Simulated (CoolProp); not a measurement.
Vapour-liquid equilibrium of ethane (1) + n-butane (2) at 223.2 K; x and y are mole fractions of (1).

Values from CoolProp's multi-fluid Helmholtz-energy mixture model, Bücker 2006 and Bücker 2006; pair parameters Kunz 2012.

| x | bubble pressure (bar) | y at the bubble point | dew pressure at overall composition x (bar) | liquid density (mol/L) |
|---|---|---|---|---|
| 0.05 | 0.3442 | 0.734 | 0.09989 | 11.42 |
| 0.2 | 1.130 | 0.929 | 0.1183 | 12.07 |
| 0.35 | 1.947 | 0.965 | 0.1451 | 12.77 |
| 0.5 | 2.766 | 0.980 | 0.1875 | 13.53 |
| 0.65 | 3.574 | 0.988 | 0.2648 | 14.33 |
| 0.8 | 4.382 | 0.994 | 0.4504 | 15.18 |
| 0.95 | 5.227 | 0.999 | 1.501 | 16.06 |

No azeotrope shows between x = 0.05 and 0.95.

Pair parameters are fitted to limited data, so mixtures are less certain than the pure fluids.
